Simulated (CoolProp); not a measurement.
n-pentane at several states: fugacity coefficient from the reference equation and from simpler models built on Tc = 469.7 K, pc = 3368 kPa, ω = 0.251; each cubic takes its own stable root.

Values from CoolProp's reference Helmholtz-energy equation of state, Thol 2019.

```
T (K)  p (kPa)   phase  reference
-----  -------  ------  ---------
281.2     25.8     gas     0.9852
234.5      317  liquid   0.009510
331.2     4700  liquid    0.04916
```

Question: How far does each simpler model (Redlich-Kwong, Soave-Redlich-Kwong) lie from the reference over these 3 states: mean and median of the absolute difference, and the worst?

Answer: 
- Redlich-Kwong: mean 68.6 %, median 54.9 %, worst +150.6 % at 234.5 K and 317 kPa
- Soave-Redlich-Kwong: mean 2.1 %, median 2.7 %, worst -3.2 % at 234.5 K and 317 kPa
